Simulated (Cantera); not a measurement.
Cantera run:

```python
import numpy as np
import cantera as ct

gas_names = """
    AL ALH ALO ALOH ALO2 ALO2H AL2 AL2O AL2O2 H HALO HO2 H2 H2O H2O2 O OH O2 O3
""".split()
cond_names = """
    AL(cr) AL(L) AL2O3(a) AL2O3(L) H2O(s) H2O(L)
""".split()


# ... load() reads the species with a 1 bar reference pressure and builds the phases ...
atoms = {
    'Al2O3': {'AL': 2, 'O': 3},
    'H2': {'H': 2},
}
top_T = {}  # K; cautious upper limits of use, not melting points


# ... equilibrate(T, P, feed) seeds the gas with the atoms and calls Mixture.equilibrate('TP', solver="vcs", rtol=1e-11, max_steps=5000) ...
results = []
feed = {'Al2O3': 1, 'H2': 1.5}  # mol
T = 2598  # K
P = 101325  # Pa
mix = equilibrate(T, P, feed)
results.append((T, P, feed, dict(zip(mix.species_names, mix.species_moles))))
print(gas.report(threshold=0.001))
for i in range(1, mix.n_phases):
    print(f"{mix.phase(i).name:16s} {mix.phase_moles(i):12.5e} mol")
```

Output:

```
       temperature   2598 K
          pressure   1.0132e+05 Pa
           density   0.010585 kg/m^3
  mean mol. weight   2.2566 kg/kmol
   phase of matter   gas

                          1 kg             1 kmol
                     ---------------   ---------------
          enthalpy        3.5542e+07        8.0203e+07  J
   internal energy        2.5969e+07        5.8602e+07  J
           entropy             88149        1.9892e+05  J/K
    Gibbs function       -1.9347e+08       -4.3659e+08  J
 heat capacity c_p             15772             35592  J/K
 heat capacity c_v             12088             27277  J/K

                      mass frac. Y      mole frac. X     chem. pot. / RT
                     ---------------   ---------------   ---------------
                AL          0.023085         0.0019308           -13.991
              AL2O          0.045384         0.0014638            -52.53
                 H           0.01649          0.036915            -10.19
                H2           0.85101           0.95257           -20.381
               H2O          0.050444         0.0063187           -44.928
     [  +14 minor]          0.013586         0.0007978

AL(L)             0.00000e+00 mol
AL2O3(L)          9.95704e-01 mol
```

Equilibrium computed with Cantera from the NASA thermochemical tables; the gas is ideal and each condensed phase is pure. The tables' values for AlOH are old estimates; treat these amounts as uncertain.
